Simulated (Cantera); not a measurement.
# Low-pressure radical oxidation in H2/O2

An isothermal, constant-pressure homogeneous reactor starts with 0.823 % H2, 99.2 % O2, equivalence ratio 0.0042, at 1200 K and 4.20 Torr.

Model: the H2/O2 subset of GRI-Mech 3.0, which has no nitrogen chemistry, integrated in Cantera. Radical loss at walls, strong at low pressure, is not modelled.

```
t (s)        x H2   x O2     x H2O       x O     x HO2
--------  -------  -----  --------  --------  --------
1.00e-5   0.00823  0.992    <1e-12  1.53e-12  3.15e-11
3.55e-5   0.00823  0.992    <1e-12  1.77e-11  1.12e-10
0.000126  0.00823  0.992  8.20e-12  1.72e-10  3.97e-10
0.000447  0.00823  0.992  2.15e-10   1.20e-9   1.41e-9
0.00159   0.00823  0.992   4.45e-9   8.31e-9   5.01e-9
0.00563   0.00823  0.992   2.09e-7   2.07e-7   1.80e-8
0.0200    0.00547  0.989   0.00213   0.00190   4.93e-7
0.0710    2.86e-5  0.984   0.00773   0.00703   3.18e-7
0.252     2.48e-5  0.985   0.00779   0.00607   2.98e-7
0.894     1.60e-5  0.988   0.00793   0.00387   2.42e-7
3.17      5.43e-6  0.990   0.00810   0.00129   1.37e-7
11.3      8.89e-7  0.991   0.00821  0.000210   4.58e-8
40.0      1.07e-7  0.992   0.00825   2.53e-5   9.96e-9
```
x: mole fraction; the columns are a selection and need not sum to one.

Equilibrium at this temperature and pressure: H2 1.42e-9, O2 0.992, H2O 0.00826, O 3.36e-7, HO2 3.38e-9 (gas phase only).
